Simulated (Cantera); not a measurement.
A freely propagating, adiabatic, planar premixed flame of 29.7 % H2, 16.7 % O2, 53.5 % N2, unburnt at 625 K and 0.424 atm; mixture-averaged transport, grid criteria slope 0.08 and curve 0.16, no radiation.

Detailed kinetics in Cantera: the H2/O2 subset of GRI-Mech 3.0, which has no nitrogen chemistry. Burning velocities carry a grid error of a few per cent, more on coarse grids.

x: mole fraction of selected species; z is measured from the peak of heat release.

```csv
z (mm),T (K),u (m/s),x H2,x O2,x H2O2,x HO2,x O,x H2O
-4.08,625,7.95,0.297,0.167,<1e-8,<1e-8,<1e-8,<1e-8
-2.72,625,7.95,0.297,0.167,<1e-8,<1e-8,<1e-8,<1e-8
-2.04,625,7.95,0.297,0.167,<1e-8,<1e-8,<1e-8,<1e-8
-1.36,625,7.95,0.297,0.167,<1e-8,3.69e-7,<1e-8,2.22e-8
-0.680,633,8.04,0.296,0.167,…,…,…,…
-0.340,791,9.88,0.267,0.163,4.15e-6,0.000103,0.000403,0.0148
0,1223,14.8,0.137,0.113,3.04e-6,4.63e-5,0.00913,0.119
0.340,1522,18.1,0.0520,0.0562,2.07e-6,2.04e-5,0.0187,0.215
0.680,1660,19.6,0.0446,0.0471,1.24e-6,1.47e-5,0.0194,0.231
1.36,1818,21.2,0.0440,0.0430,6.58e-7,1.09e-5,0.0177,0.241
2.72,1987,22.9,0.0419,0.0391,3.57e-7,7.83e-6,0.0149,0.254
5.44,2157,24.6,…,…,…,…,…,0.268
10.9,2316,26.0,0.0310,0.0313,1.71e-7,4.17e-6,0.00814,0.284
```

Q: Fill in the missing entries.

A: 
- -0.680, x H2O2: 1.17e-6
- -0.680, x HO2: 0.000130
- -0.680, x O: 7.99e-6
- -0.680, x H2O: 0.000452
- 5.44, x H2: 0.0374
- 5.44, x O2: 0.0351
- 5.44, x H2O2: 2.20e-7
- 5.44, x HO2: 5.47e-6
- 5.44, x O: 0.0115
